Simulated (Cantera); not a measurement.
# Silicon epitaxy and polysilicon growth: SiHCl3 + H2

Input: 1 mol SiHCl3, 26 mol H2, equilibrated at 1200 Pa.

Equilibrium computed with Cantera from the NASA thermochemical tables; the gas is ideal and each condensed phase is pure. Candidate condensed phases: Si; 19 gas species. The tables' values for SiCl3 are old estimates; treat these amounts as uncertain. Equilibrium is a limit: real reactors are often held back by kinetics, nucleation or transport.

From 850 K to 1025 K the condensed part is Si(s). The main Si-bearing gas is SiCl4 throughout. The share of Si in condensed phases is highest at 1025 K (37.8 %) and lowest at 850 K (24.1 %).

| T (K) | x H2 | x HCl | x SiCl4 | x SiHCl3 | x SiCl2 | x SiCl3 | n Si(s) |
|---|---|---|---|---|---|---|---|
| 850 | 0.967 | 0.00543 | 0.0213 | 0.00628 | 3.64e-5 | 0.000104 | 0.241 |
| 875 | 0.965 | 0.00720 | 0.0209 | 0.00613 | 6.84e-5 | 0.000157 | 0.253 |
| 900 | 0.964 | 0.00937 | 0.0204 | 0.00595 | 0.000124 | 0.000230 | 0.268 |
| 925 | 0.962 | 0.0120 | 0.0197 | 0.00575 | 0.000216 | 0.000328 | 0.285 |
| 950 | 0.959 | 0.0151 | 0.0189 | 0.00551 | 0.000364 | 0.000454 | 0.305 |
| 975 | 0.957 | 0.0187 | 0.0180 | 0.00525 | 0.000592 | 0.000613 | 0.328 |
| 1000 | 0.953 | 0.0229 | 0.0168 | 0.00494 | 0.000931 | 0.000804 | 0.352 |
| 1025 | 0.950 | 0.0275 | 0.0155 | 0.00460 | 0.00142 | 0.00103 | 0.378 |
x: gas mole fraction; n: condensed amount in mol.
